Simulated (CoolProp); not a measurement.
Vapour-liquid equilibrium of isobutene (1) + acetone (2) at 0.885 MPa; x and y are mole fractions of (1).

Values from CoolProp's multi-fluid Helmholtz-energy mixture model, Lemmon 2005 and Lemmon 2006; pair parameters Bell 2016.

| x | bubble temperature, mixture model (°C) | bubble temperature, Raoult's law (°C) | y, mixture model | y, Raoult's law |
|---|---|---|---|---|
| 0.05 | 126.7 | 130.6 | 0.210 | 0.179 |
| 0.2 | 102.1 | 113.5 | 0.588 | 0.531 |
| 0.35 | 88.0 | 100.1 | 0.744 | 0.726 |
| 0.5 | 80.0 | 89.5 | 0.820 | 0.841 |
| 0.65 | 74.7 | 80.7 | 0.869 | 0.913 |
| 0.8 | 70.5 | 73.4 | 0.916 | 0.960 |
| 0.95 | 66.6 | 67.2 | 0.975 | 0.992 |

The largest gap from Raoult's law is -12.1 K in bubble temperature, at x = 0.35. No azeotrope shows between x = 0.05 and 0.95.

Pair parameters are fitted to limited data, so mixtures are less certain than the pure fluids.
